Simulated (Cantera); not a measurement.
A closed system holds: 1 mol SO₂, 0.29 mol H₂, 0.05 mol O₂, at 37.0 mbar.

These are equilibrium values from Cantera (NASA tables, ideal gas, pure condensed phases), not measurements of a reactor. Candidate condensed phases: H₂O, H₂SO₄, S; 34 gas species. Ions and electrons are included (thermal ionisation). Kinetics and transport are ignored. All values below are at 3500 K.

Base state: O 0.466, S 0.198, H 0.165, SO 0.108, O₂ 0.0330, OH 0.0140, SO₂ 0.0107, H₂ 0.00287 (mole fractions); condensed: gas only.

Question: What changes in the equilibrium state with this change: pressure from 37.0 mbar to 1.00 bar?

Answer: 
| species | before | after |
|---|---|---|
| SO | 0.108 | 0.251 |
| SO₂ | 0.0107 | 0.214 |
| O | 0.466 | 0.147 |
| S | 0.198 | 0.0542 |
| H₂O | 0.000529 | 0.0420 |
| H₂ | 0.00287 | 0.0267 |
| OH | 0.0140 | 0.0700 |
| O₂ | 0.0330 | 0.0894 |
| H | 0.165 | 0.0964 |
| SO₃ | 1.99e-7 | 3.41e-5 |
| H₂S | 1.37e-6 | 9.36e-5 |
| HO₂ | 7.38e-7 | 3.17e-5 |
| S₂O | 1.59e-5 | 0.000275 |

Question: What changes in the equilibrium state with this change: H₂ from 0.29 to 3.2 mol?

Answer: 
| species | before | after |
|---|---|---|
| H | 0.165 | 0.627 |
| O | 0.466 | 0.186 |
| S | 0.198 | 0.0921 |
| H₂ | 0.00287 | 0.0417 |
| SO₂ | 0.0107 | 0.000793 |
| O₂ | 0.0330 | 0.00528 |
| SO | 0.108 | 0.0200 |
| OH | 0.0140 | 0.0213 |
| S₂O | 1.59e-5 | 1.37e-6 |
| H₂O | 0.000529 | 0.00307 |
